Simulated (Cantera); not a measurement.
A perfectly stirred reactor is fed with 2.63 % H2, 97.4 % O2, equivalence ratio 0.013, at 1.95 Torr; it is held at 1250 K, and followed from long to short residence time.

Detailed kinetics in Cantera: the H2/O2 subset of GRI-Mech 3.0, which has no nitrogen chemistry. Radical loss at walls, strong at low pressure, is not modelled.

One state of this run: x H2 = 0.000553; x O2 = 0.952; x O = 0.0188; x H2O2 = 1.02e-8; x HO2 = 3.54e-7; x OH = 0.00242; x H2O = 0.0234. x: mole fraction; the columns are a selection and need not sum to one.

Q: Which value of τ (s) does it belong to?
A) 0.086
B) 0.0018
C) 0.0085
D) 0.19

A: D, 0.19
